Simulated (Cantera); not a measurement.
Input: 1 mol SiH2Cl2, 11 mol N2, at 7.50 Torr.

These are equilibrium values from Cantera (NASA tables, ideal gas, pure condensed phases), not measurements of a reactor. Candidate condensed phases: NH4Cl, Si, Si3N4; 28 gas species. N2 is the only nitrogen source here; it is nearly inert below about 1500 K, so the nitride shown seldom forms there in practice. Kinetics and transport are ignored.

Over these rows the condensed part is Si3N4(s). Partial pressures as log10 of bar:

```json
[
 {"T (K)": "1273", "1000/T (1/K)": "0.7855", "log p SiCl2": "-4.87", "log p N2": "-2.07", "log p HCl": "-2.94", "log p H2": "-3.63"},
 {"T (K)": "1323", "1000/T (1/K)": "0.7559", "log p SiCl2": "-4.47", "log p N2": "-2.07", "log p HCl": "-2.94", "log p H2": "-3.62"},
 {"T (K)": "1373", "1000/T (1/K)": "0.7283", "log p SiCl2": "?", "log p N2": "-2.07", "log p HCl": "-2.95", "log p H2": "-3.60"},
 {"T (K)": "1423", "1000/T (1/K)": "0.7027", "log p SiCl2": "-3.87", "log p N2": "-2.07", "log p HCl": "-2.97", "log p H2": "-3.57"},
 {"T (K)": "1473", "1000/T (1/K)": "0.6789", "log p SiCl2": "-3.67", "log p N2": "-2.07", "log p HCl": "-3.01", "log p H2": "-3.51"},
 {"T (K)": "1523", "1000/T (1/K)": "0.6566", "log p SiCl2": "-3.53", "log p N2": "-2.07", "log p HCl": "-3.06", "log p H2": "-3.45"}
]
```

Question: Fit log p(SiCl2) = a + b·(1000/T) to the five rows, give the apparent enthalpy, and predict the row at 1373 K.

Answer: Means: 1000/T = 0.7159, log p = -4.082. Sxy = -0.121141, Sxx = 0.0115039, so b = -10.53 and a = -4.082 − (-10.53)×0.7159 = 3.46.
Apparent enthalpy: −19.145 × (-10.53) = 202 kJ/mol. With the condensed phases at unit activity, 1/3 Si3N4(s) + 2 HCl(g) = SiCl2(g) + 2/3 N2(g) + H2(g) links this pressure to the main gases: over the six rows their terms move log p by -0.42 in all, so the slope isn't that reaction's ΔH° alone. The five rows lie within 0.08 of the line.
Prediction at 1373 K: 3.46 + (-10.53)×0.7283 = -4.21. The computed value is -4.13, 0.08 from the line.
